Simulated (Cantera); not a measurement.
Gas-phase reforming

An isothermal, constant-pressure homogeneous reactor starts with CH4 : H2O = 1 : 1.7 (molar parts), at 1450 K and 1350 Torr.

Computed with Cantera and GRI-Mech 3.0 (53 species, 325 reactions).

| t (s) | x CH4 | x H2O | x HO2 | x C2H | x H | x CH3 | x H2 |
|---|---|---|---|---|---|---|---|
| 0.000500 | 0.370 | 0.630 | <1e-12 | <1e-12 | 1.85e-8 | 5.24e-5 | 0.000101 |
| 0.00227 | 0.369 | 0.630 | <1e-12 | <1e-12 | 2.68e-8 | 6.97e-5 | 0.000526 |
| 0.0103 | 0.365 | 0.629 | <1e-12 | 2.45e-12 | 8.50e-8 | 0.000100 | 0.00353 |
| 0.0467 | 0.345 | 0.621 | <1e-12 | 8.74e-11 | 3.79e-7 | 9.65e-5 | 0.0242 |
| 0.212 | 0.278 | 0.588 | <1e-12 | 4.65e-10 | 1.21e-6 | 6.73e-5 | 0.0989 |
| 0.963 | 0.162 | 0.525 | <1e-12 | 9.73e-10 | 2.77e-6 | 3.87e-5 | 0.232 |
| 4.37 | 0.119 | 0.441 | <1e-12 | 8.63e-10 | 4.09e-6 | 2.96e-5 | 0.330 |
| 19.8 | 0.109 | 0.330 | <1e-12 | 3.05e-10 | 4.60e-6 | 2.38e-5 | 0.425 |
| 90.0 | 0.0719 | 0.233 | <1e-12 | 6.38e-11 | 5.13e-6 | 1.41e-5 | 0.527 |
x: mole fraction; the columns are a selection and need not sum to one.

Equilibrium at this temperature and pressure: CH4 1.09e-5, H2O 0.132, HO2 <1e-12, C2H <1e-12, H 5.74e-6, CH3 1.92e-9, H2 0.655 (gas phase only).
